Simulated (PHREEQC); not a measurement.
Dissolve 0.001 mol HCl, 0.0023 mol ZnSO4, 0.0034 mol MgCl2 and 0.00061 mol Na2CO3 per kg of water at 25 °C. Closed to the air; pH follows from the charge balance.

Equilibrium calculation in PHREEQC: ion-association model, phreeqc.dat.

No solid was allowed to form.

### Question
What pH, specific conductance, ionic strength does the model give?

### Answer
pH 5.97; specific conductance 1260 µS/cm; ionic strength 0.0178 mol/kgw.

### Question
In which forms is Zn present?

### Answer
Zn+2 86 %, ZnSO4 12 %, ZnHCO3+ 1.2 %, ZnCl+ 1.1 % of the Zn.
